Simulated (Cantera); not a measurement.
An adiabatic, constant-volume homogeneous reactor starts with 2.34 % C₃H₈, 20.5 % O₂, 77.2 % N₂, equivalence ratio 0.57, at 1600 K and 6.71 atm.

Cantera simulation using GRI-Mech 3.0 (53 species, 325 reactions); the numbers are that mechanism's predictions, not measurements. GRI-Mech 3.0 was tuned for natural gas; its chemistry of propane as a main component is partial and can be far from experiment.

Problem. Predict: time of steepest temperature rise; temperature at 4.00 s; equilibrium temperature; x(O₂) at 4.00 s; x(NO) at 4.00 s; x(O) at 4.00 s.

Solution. 
```
Property                                                             Value
---------------------------------  ---------------------------------------
time of steepest temperature rise                                  9.10 µs
temperature at 4.00 s                                               2828 K
equilibrium temperature                                             2828 K
x(O₂) at 4.00 s                      0.0747 (gas-phase equilibrium 0.0747)
x(NO) at 4.00 s                      0.0221 (gas-phase equilibrium 0.0221)
x(O) at 4.00 s                     0.00472 (gas-phase equilibrium 0.00472)
```
